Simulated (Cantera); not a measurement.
Input: 1 mol CS₂, 0.013 mol SO₂, 18 mol H₂, equilibrated at 133 Pa.

Equilibrium computed with Cantera from the NASA thermochemical tables; the gas is ideal and each condensed phase is pure. Candidate condensed phases: C, C₆H₆, C₇H₈, C₈H₁₈, H₂O, H₂SO₄, S; 123 gas species. Equilibrium is a limit: real reactors are often held back by kinetics, nucleation or transport. All values below are at 3000 K.

Base state: H 0.900, H₂ 0.0433, S 0.0295, CS 0.0253, C 0.00125, CO 0.000712, SH 0.000276, C₂ 2.57e-5 (mole fractions); condensed: gas only.

What changes in the equilibrium state with this change: pressure from 133 Pa to 53.0 Pa?


| species | before | after |
|---|---|---|
| H | 0.900 | 0.925 |
| S | 0.0295 | 0.0305 |
| CS | 0.0253 | 0.0231 |
| H₂ | 0.0433 | 0.0182 |
| SH | 0.000276 | 0.000117 |
| S₂ | 1.81e-5 | 7.72e-6 |
| C | 0.00125 | 0.00277 |
| C₂ | 2.57e-5 | 5.02e-5 |
| C₃ | 8.34e-6 | 1.43e-5 |
